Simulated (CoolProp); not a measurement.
Values from CoolProp's reference Helmholtz-energy equation of state, Pan 2012.

Question: For R236FA, give the phase and the cv (kJ/(kg K)), speed of sound (m/s), fugacity coefficient at 306.8 K and 26.6 bar; 306.8 K and 31.9 bar; 306.8 K and 47.9 bar.

Answer: 
- 306.8 K and 26.6 bar: liquid; cv 0.873, speed of sound 515, fugacity coefficient 0.135
- 306.8 K and 31.9 bar: liquid; cv 0.873, speed of sound 520, fugacity coefficient 0.115
- 306.8 K and 47.9 bar: liquid; cv 0.873, speed of sound 534, fugacity coefficient 0.0822
